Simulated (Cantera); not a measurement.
A perfectly stirred reactor is fed with CH4 : O2 : N2 = 1 : 1.67 : 15.8 (molar parts), equivalence ratio 1.2, at 203 Torr; it is adiabatic with a 425 K inlet, and is followed from long to short residence time, starting on the burning branch (τ in s: 0.4, 0.18, 0.084, 0.038, 0.017, 0.008, 0.0036, 0.0017, 0.00075, 0.00034, 0.00016, 7.2e-05, 3.3e-05).

Model: GRI-Mech 3.0 (53 species, 325 reactions), integrated in Cantera.

What does this change do: pressure from 203 Torr to 750 Torr?


| quantity | before | after |
|---|---|---|
| blow-out, bracketed by the residence times tried | burning at 0.180 s, out at 84.0 ms | burning at 84.0 ms, out at 38.0 ms |
| x(CH4) at τ = 0.400 s | 0.000953 | 0.00182 |
| x(O2) at τ = 0.400 s | 0.00162 | 0.00210 |
| x(H2O) at τ = 0.400 s | 0.0896 | 0.0903 |
| x(NO) at τ = 0.400 s | 3.32e-6 | 1.46e-7 |
| x(CO2) at τ = 0.400 s | 0.0336 | 0.0336 |
| x(CH4) at τ = 3.60 ms | 0.0541 | 0.0541 |
| x(O2) at τ = 3.60 ms | 0.0904 | 0.0904 |
| x(H2O) at τ = 3.60 ms | <1e-12 | <1e-12 |
| x(NO) at τ = 3.60 ms | <1e-12 | <1e-12 |
| x(CO2) at τ = 3.60 ms | <1e-12 | <1e-12 |
